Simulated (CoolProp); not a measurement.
Saturated liquid density (kg/m³) of R227EA: the reference equation beside estimates from Tc = 374.9 K, pc = 2.925 MPa, ω = 0.358. Rackett uses Z = 0.29056 − 0.08775 ω.

The numbers come from the reference Helmholtz-energy equation of state, Lemmon 2016 in CoolProp.

| T (K) | reference | Rackett | van der Waals | Soave-Redlich-Kwong | Peng-Robinson |
|---|---|---|---|---|---|
| 261.1 | 1529 | 1609 | 913.6 | 1402 | 1587 |
| 273.4 | 1485 | (withheld) | (withheld) | 1357 | 1537 |
| 285.7 | 1438 | 1508 | 858.3 | 1307 | 1482 |
| 298.1 | (withheld) | 1453 | 827.2 | 1252 | 1420 |
| 310.4 | 1334 | 1393 | 793.5 | 1190 | 1351 |
| 322.7 | 1274 | 1328 | 756.3 | 1120 | 1271 |
| 335.1 | (withheld) | 1254 | 713.8 | (withheld) | (withheld) |
| 347.4 | (withheld) | 1168 | 664.4 | 940.6 | 1063 |
| 359.7 | 1017 | 1057 | 602.0 | 817.2 | 918.2 |

Problem. Some entries are withheld; supply them.

Solution. 
- 273.4, Rackett: 1560
- 273.4, van der Waals: 886.9
- 298.1, reference: 1388
- 335.1, reference: 1205
- 335.1, Soave-Redlich-Kwong: 1038
- 335.1, Peng-Robinson: 1176
- 347.4, reference: 1123

Absolute difference from the reference over all 9 rows, mean and median: Rackett 4.5 and 4.4 %, van der Waals 40.5 and 40.5 %, Soave-Redlich-Kwong 12.1 and 10.8 %, Peng-Robinson 3.5 and 3.1 %.
